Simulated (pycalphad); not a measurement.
Effect of Al content in Mg-Si-Al

Source of the numbers: pycalphad with the COST 507 light-alloy database (1999); pressure 1 atm. The data set is of 1999 and partly superseded. Amounts are mole fractions of atoms.

```csv
alloy,liquidus (°C),first solid,solidus (°C),phases at 417 °C
Mg-2.93Si-0.39Al (at.%),721,MG2SI,631,"hcp 0.91, MG2SI 0.09"
Mg-2.93Si-0.58Al (at.%),720,MG2SI,627,"hcp 0.91, MG2SI 0.09"
Mg-2.93Si-1.17Al (at.%),718,MG2SI,614,"hcp 0.91, MG2SI 0.09"
Mg-2.93Si-1.56Al (at.%),716,MG2SI,606,"hcp 0.91, MG2SI 0.09"
```

Database names, with the compositions (at.%) that they take in these runs: MG2SI: Mg 67 Si 33.
